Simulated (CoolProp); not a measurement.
A single-stage vapour-compression cycle with propane: evaporating at 202.15 K (dew point), condensing at 271.15 K (bubble point), superheat 10 K, subcooling 8 K, compressor efficiency 0.85, no pressure losses. Each further row changes one setting.

Computed with CoolProp (reference Helmholtz-energy equation of state, Lemmon 2009).

```
case                              cooling COP  pressure ratio  discharge temperature (K)  refrigerating effect (kJ/kg)  volumetric capacity (kJ/m³)
--------------------------------  -----------  --------------  -------------------------  ----------------------------  ---------------------------
as stated                          (withheld)            19.4                      326.1                           329                          191
evaporating temperature 207.15 K         2.24            14.5                      320.6                    (withheld)                   (withheld)
condensing temperature 266.15 K          2.18      (withheld)                      319.7                           341                          198
subcooling 13 K                          2.05            19.4                      326.1                           341                          198
superheat 20 K                           1.97            19.4                      337.1                           342                          190
compressor efficiency 0.75         (withheld)            19.4                      337.8                           329                          191
```

Question: What belongs in the gaps?

Answer: 
- as stated, cooling COP: 1.98
- evaporating temperature 207.15 K, refrigerating effect (kJ/kg): 335
- evaporating temperature 207.15 K, volumetric capacity (kJ/m³): 255
- condensing temperature 266.15 K, pressure ratio: 16.6
- compressor efficiency 0.75, cooling COP: 1.75
